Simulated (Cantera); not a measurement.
What does this Cantera script print?

```python
import numpy as np
import cantera as ct

gas = ct.Solution("h2o2.yaml")
gas.TPX = 1150, 150, {'H2': 0.44, 'O2': 1, 'N2': 0.12}
reactor = ct.IdealGasConstPressureReactor(gas, energy="off", clone=False)
net = ct.ReactorNet([reactor])
net.rtol, net.atol = 1e-08, 1e-18
show = ['H2', 'O2', 'H2O', 'HO2', 'H']
times = np.geomspace(4e-05, 40, 11)

steps = ct.SolutionArray(gas, extra=["t"])
rows = []
print(f"{'t/s':>10s}{'T/K':>9s}{'P/Pa':>11s}" + "".join(f"{s:>11s}" for s in show))
for t in times:
    while net.time < t:
        t_next = net.step()
        steps.append(gas.state, t=t_next)
    rows.append([np.interp(t, steps.t, y) for y in (steps.T, steps.P, *steps(*show).X.T)])
    print(f"{t:10.3e}{rows[-1][0]:9.1f}{rows[-1][1]:11.4g}" + "".join(f"{x:11.3e}" for x in rows[-1][2:]))
rate = np.gradient(steps.T, steps.t)
print("integrator steps:", len(steps.t))
if steps.T.max() > steps.T[0] + 200:
    print(f"time of steepest temperature rise: {steps.t[rate.argmax()]:.4e} s")
gas.TPX = 1150, 150, {'H2': 0.44, 'O2': 1, 'N2': 0.12}
gas.equilibrate("TP")
print(f"equilibrium (TP): T = {gas.T:.1f} K  " + "  ".join(f"{s} {gas[s].X[0]:.3e}" for s in show))
```

Output:

```
       t/s      T/K       P/Pa         H2         O2        H2O        HO2          H
 4.000e-05   1150.0        150  2.821e-01  6.410e-01  8.387e-13  2.784e-10  2.719e-10
 1.592e-04   1150.0        150  2.821e-01  6.410e-01  4.297e-11  1.108e-09  1.048e-09
 6.340e-04   1150.0        150  2.821e-01  6.410e-01  1.712e-09  4.411e-09  4.809e-09
 2.524e-03   1150.0        150  2.821e-01  6.410e-01  1.117e-07  1.757e-08  9.260e-08
 1.005e-02   1150.0        150  2.773e-01  6.386e-01  3.349e-03  3.988e-07  2.389e-03
 4.000e-02   1150.0        150  1.583e-02  5.011e-01  2.042e-01  1.031e-06  1.181e-01
 1.592e-01   1150.0        150  1.457e-02  5.131e-01  2.238e-01  1.110e-06  9.634e-02
 6.340e-01   1150.0        150  8.901e-03  5.477e-01  2.799e-01  1.306e-06  3.799e-02
 2.524e+00   1150.0        150  1.010e-03  5.783e-01  3.242e-01  9.476e-07  1.282e-03
 1.005e+01   1150.0        150  4.538e-05  5.818e-01  3.280e-01  1.481e-07  1.214e-05
 4.000e+01   1150.0        150  4.414e-06  5.820e-01  3.283e-01  1.958e-08  3.709e-07
integrator steps: 1930
equilibrium (TP): T = 1150.0 K  H2 4.805e-08  O2 5.821e-01  H2O 3.283e-01  HO2 5.751e-09  H 4.251e-10
```

Computed with Cantera and the H2/O2 subset of GRI-Mech 3.0, which has no nitrogen chemistry. Radical loss at walls, strong at low pressure, is not modelled. The temperature is held fixed by assumption; the heat of reaction is taken as removed at once.
